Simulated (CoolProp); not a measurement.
Vapour pressure (MPa) of ethanol: the reference equation beside estimates from Tc = 514.7 K, pc = 6.268 MPa, ω = 0.644. Clausius-Clapeyron is anchored at 411.4 K with a constant enthalpy of vaporisation of 33.27 kJ/mol.

The numbers come from the reference Helmholtz-energy equation of state, Schroeder 2014 in CoolProp.

```csv
T (K),reference,Lee-Kesler,Clausius-Clapeyron,van der Waals,Redlich-Kwong,Peng-Robinson
382.5,0.3061,0.3074,0.3461,___,0.8903,0.3131
389.7,0.3845,0.3853,0.4198,1.853,1.028,0.3915
396.9,0.4781,0.4780,0.5058,___,1.180,0.4849
404.1,0.5891,0.5873,0.6053,2.202,1.347,0.5950
411.4,0.7216,0.7171,0.7216,2.393,1.532,0.7260
418.6,___,0.8659,0.8530,2.592,1.731,0.8764
425.8,1.050,1.038,___,2.801,1.947,1.050
433.1,1.256,1.237,1.175,3.023,2.184,1.253
440.3,1.488,1.463,1.366,3.253,2.437,1.481
447.5,1.751,1.718,1.581,___,2.709,1.741
454.7,2.048,2.007,1.822,3.744,3.000,___
462,2.386,2.338,2.094,4.009,___,___
469.2,2.758,2.705,2.391,4.282,3.648,2.742
```

**Question.** Fill in the missing entries.

**Answer.** 
- 382.5, van der Waals: 1.693
- 396.9, van der Waals: 2.023
- 418.6, reference: 0.8740
- 425.8, Clausius-Clapeyron: 1.003
- 447.5, van der Waals: 3.493
- 454.7, Peng-Robinson: 2.035
- 462, Redlich-Kwong: 3.316
- 462, Peng-Robinson: 2.371

Absolute difference from the reference over all 13 rows, mean and median: Lee-Kesler 1.1 and 1.1 %, Clausius-Clapeyron 7.6 and 8.2 %, van der Waals 199.4 and 166.8 %, Redlich-Kwong 95.4 and 85.4 %, Peng-Robinson 0.8 and 0.6 %.
